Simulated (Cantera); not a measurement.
## Iron carbonyl, mercury and lead vapours: Pb + H2

Input: 1 mol Pb, 0.86 mol H2, equilibrated at 10.0 Torr.

Method: chemical equilibrium by Gibbs-energy minimisation in Cantera with the NASA 1993 tables (ideal gas, pure condensed phases). Candidate condensed phases: Pb; 4 gas species. Equilibrium is a limit: real reactors are often held back by kinetics, nucleation or transport.

| T (K) | x H2 | x Pb | x H | x Pb2 | n Pb(l) |
|---|---|---|---|---|---|
| 1125 | 0.986 | 0.0142 | 3.82e-7 | 2.33e-7 | 0.988 |
| 1175 | 0.967 | 0.0327 | 1.04e-6 | 9.38e-7 | 0.971 |
| 1225 | 0.930 | 0.0701 | 2.60e-6 | 3.35e-6 | 0.935 |
| 1275 | 0.859 | 0.141 | 5.92e-6 | 1.08e-5 | 0.858 |
| 1325 | 0.730 | 0.270 | 1.21e-5 | 3.18e-5 | 0.681 |
| 1375 | 0.507 | 0.492 | 2.11e-5 | 8.62e-5 | 0.165 |
| 1425 | 0.462 | 0.537 | 4.02e-5 | 8.52e-5 | 0 |
| 1475 | 0.462 | 0.538 | 7.64e-5 | 7.15e-5 | 0 |
| 1525 | 0.462 | 0.538 | 0.000139 | 6.06e-5 | 0 |
x: gas mole fraction; n: condensed amount in mol.

From 1125 K to 1375 K the condensed part is Pb(l). From 1425 K to 1525 K nothing is condensed. The main Pb-bearing gas is Pb throughout.
